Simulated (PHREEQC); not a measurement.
Dissolve 0.11 mol/kgw HF, 0.1 mol/kgw NaF, 2.1e-07 mol/kgw H4SiO4 and 0.004 mol/kgw H2SO4 at 25 °C. Closed to the air; pH follows from the charge balance.

All values are PHREEQC results (ion-association model, phreeqc.dat), not measurements.

| quantity | before | after |
|---|---|---|
| pH | 2.91 | 2.23 |
| HF (mol/kgw) | 0.0924 | 0.105 |
| HF2- (mol/kgw) | 0.0239 | 0.00563 |
| SO4-2 (mol/kgw) | 0.00324 | 0.00283 |

Problem. What was changed between the two runs?
A) HF replaced by NH4HF2 at the same molality
B) 0.0034 mol/kgw K2HPO4 added
C) NaF from 0.1 to 0.02 mol/kgw
D) H4SiO4 from 2.1e-07 to 2.1e-06 mol/kgw
E) H4SiO4 left out

Solution. C, NaF from 0.1 to 0.02 mol/kgw

No solid was allowed to form. SiF6-2 is the database's only silicon fluoride.
